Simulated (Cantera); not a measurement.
## Gas-phase reforming

A perfectly stirred reactor is fed with 52.4 % CH4, 18.3 % H2O, 29.3 % H2, at 0.133 bar; it is held at 1500 K, and followed from long to short residence time.

Detailed kinetics in Cantera: GRI-Mech 3.0 (53 species, 325 reactions). GRI-Mech 3.0 stops at C3 and has no aromatics, soot or wall deposition, so with more carbon than oxygen in the feed, carbon stays in small species such as C2H2 where larger ones or solid carbon would form.

```
τ (s)   x CH4  x H2O   x H2      x H     x CO2
------  -----  -----  -----  -------  --------
0.54    0.403  0.169  0.388  1.47e-5   1.34e-5
0.30    0.445  0.174  0.354  1.33e-5   3.48e-6
0.17    0.475  0.178  0.331  1.23e-5   8.84e-7
0.093   0.496  0.180  0.314  1.15e-5   2.02e-7
0.052   0.508  0.182  0.304  1.09e-5   4.93e-8
0.029   0.515  0.183  0.299  1.03e-5   1.18e-8
0.016   0.519  0.183  0.296  9.42e-6   2.54e-9
0.0090  0.521  0.183  0.294  8.33e-6  4.75e-10
0.0050  0.523  0.183  0.294  6.93e-6  6.33e-11
0.0028  0.523  0.183  0.293  5.41e-6  5.88e-12
```
x: mole fraction; the columns are a selection and need not sum to one.
